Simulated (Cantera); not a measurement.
An isothermal, constant-pressure homogeneous reactor starts with 43.9 % H2, 24.4 % O2, 31.7 % N2, equivalence ratio 0.90, at 1350 K and 13300 Pa.

Computed with Cantera and the H2/O2 subset of GRI-Mech 3.0, which has no nitrogen chemistry. The temperature is held fixed by assumption; the heat of reaction is taken as removed at once.

x: mole fraction; the columns are a selection and need not sum to one.

| t (s) | x H2 | x O2 | x H2O | x H2O2 | x H |
|---|---|---|---|---|---|
| 1.00e-5 | 0.439 | 0.244 | 1.28e-7 | 6.89e-10 | 2.19e-7 |
| 2.61e-5 | 0.439 | 0.244 | 3.23e-6 | ? | 3.07e-6 |
| 6.81e-5 | 0.436 | 0.243 | 0.00200 | ? | 0.00172 |
| 0.000178 | 0.0656 | 0.0809 | 0.300 | ? | 0.173 |
| 0.000464 | 0.0517 | 0.0633 | 0.412 | 2.39e-6 | 0.0790 |
| 0.00121 | 0.0252 | 0.0437 | 0.508 | 2.36e-6 | 0.0181 |
| 0.00316 | 0.00745 | 0.0342 | 0.549 | ? | 0.00233 |
| 0.00825 | 0.00145 | 0.0316 | 0.560 | ? | 0.000185 |
| 0.0215 | 0.000237 | 0.0312 | 0.562 | ? | 1.22e-5 |
| 0.0562 | 4.43e-5 | 0.0312 | 0.562 | ? | 1.02e-6 |
| 0.147 | 1.09e-5 | 0.0312 | 0.562 | ? | 1.30e-7 |
| 0.383 | 3.68e-6 | 0.0312 | 0.562 | ? | 2.58e-8 |
| 1.00 | 1.99e-6 | 0.0312 | 0.562 | ? | 1.03e-8 |

Task: Some entries are withheld; supply them.

Result: 
- 2.61e-5, x H2O2: 4.64e-9
- 6.81e-5, x H2O2: 1.06e-7
- 0.000178, x H2O2: 1.79e-6
- 0.00316, x H2O2: 1.48e-6
- 0.00825, x H2O2: 5.95e-7
- 0.0215, x H2O2: 1.77e-7
- 0.0562, x H2O2: 4.87e-8
- 0.147, x H2O2: 1.49e-8
- 0.383, x H2O2: 5.60e-9
- 1.00, x H2O2: 3.18e-9
